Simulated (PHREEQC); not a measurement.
A made-up water analysis in mg/L, 20 °C, pH 4.09, pe 9.9:

| constituent | mg/L |
|---|---|
| Na | 58 |
| K | 72.1 |
| Ca | 273 |
| Mg | 432 |
| Cl | 611 |
| S(6) as SO4 | 2020 |
| Zn | 2.1 |
| Fe(3) | 86 |
| Mn(2) | 1.64 |
| Si as SiO2 | 18 |

Valence states are taken as typed.

The numbers come from PHREEQC with the ion-association model, phreeqc.dat.

The ionic strength is 0.0730 mol/kgw, the density is 1.002 g/cm³ and the total alkalinity is -1.17 meq/kg. The charge-balance error comes out as -3.5 %.

```json
[
 {"species": "Cl-", "molality": "0.0173", "activity": "0.0137", "log γ": "-0.102"},
 {"species": "SO4-2", "molality": "0.0130", "activity": "0.00538", "log γ": "-0.382"},
 {"species": "Mg+2", "molality": "0.0120", "activity": "0.00534", "log γ": "-0.353"},
 {"species": "MgSO4", "molality": "0.00580", "activity": "0.00590", "log γ": "0.007"},
 {"species": "Ca+2", "molality": "0.00492", "activity": "0.00211", "log γ": "-0.367"},
 {"species": "Na+", "molality": "0.00247", "activity": "0.00199", "log γ": "-0.094"},
 {"species": "CaSO4", "molality": "0.00191", "activity": "0.00195", "log γ": "0.007"},
 {"species": "K+", "molality": "0.00179", "activity": "0.00141", "log γ": "-0.103"},
 {"species": "Fe(OH)2+", "molality": "0.000704", "activity": "0.000569", "log γ": "-0.092"},
 {"species": "FeOH+2", "molality": "0.000406", "activity": "0.000170", "log γ": "-0.379"},
 {"species": "H4SiO4", "molality": "0.000301", "activity": "0.000306", "log γ": "0.007"},
 {"species": "FeSO4+", "molality": "0.000189", "activity": "0.000152", "log γ": "-0.095"},
 {"species": "H+", "molality": "9.68e-5", "activity": "8.13e-5", "log γ": "-0.076"},
 {"species": "NaSO4-", "molality": "6.41e-5", "activity": "5.18e-5", "log γ": "-0.092"},
 {"species": "KSO4-", "molality": "6.04e-5", "activity": "4.88e-5", "log γ": "-0.092"}
]
```

This is a speciation only: nothing precipitates in the calculation. The solution is supersaturated, for example in Jarosite-K, Fe(OH)3(a), so a real one may precipitate; this is no full list.
